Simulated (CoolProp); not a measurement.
Isobutene along the isobar 4.52 MPa: fugacity coefficient from the reference equation and from simpler models built on Tc = 418.1 K, pc = 4.016 MPa, ω = 0.193; each cubic takes its own stable root.

The numbers come from the reference Helmholtz-energy equation of state, Lemmon 2005 in CoolProp. It is a short technical equation, of lower accuracy than the large ones.

| T (K) | phase | reference |
|---|---|---|
| 334.2 | liquid | 0.1739 |
| 350.8 | liquid | 0.2396 |
| 367.4 | liquid | 0.3166 |
| 384 | liquid | 0.4033 |
| 400.6 | liquid | 0.4968 |
| 417.2 | liquid | 0.5918 |
| 433.8 | supercritical | 0.6647 |
| 450.4 | supercritical | 0.7085 |
| 467 | supercritical | 0.7434 |
| 483.6 | supercritical | 0.7726 |
| 500.2 | supercritical | 0.7976 |
| 516.8 | supercritical | 0.8194 |
| 533.4 | supercritical | 0.8384 |
| 550 | supercritical | 0.8552 |

Q: How far does each simpler model (van der Waals, Redlich-Kwong, Soave-Redlich-Kwong, Peng-Robinson) lie from the reference over these 14 states: mean and median of the absolute difference, and the worst?

A: 
- van der Waals: mean 18.1 %, median 2.8 %, worst +87.4 % at 334.2 K and 4.52 MPa
- Redlich-Kwong: mean 5.5 %, median 1.3 %, worst +22.4 % at 334.2 K and 4.52 MPa
- Soave-Redlich-Kwong: mean 2.2 %, median 1.4 %, worst +3.8 % at 367.4 K and 4.52 MPa
- Peng-Robinson: mean 1.4 %, median 1.6 %, worst -2.3 % at 450.4 K and 4.52 MPa
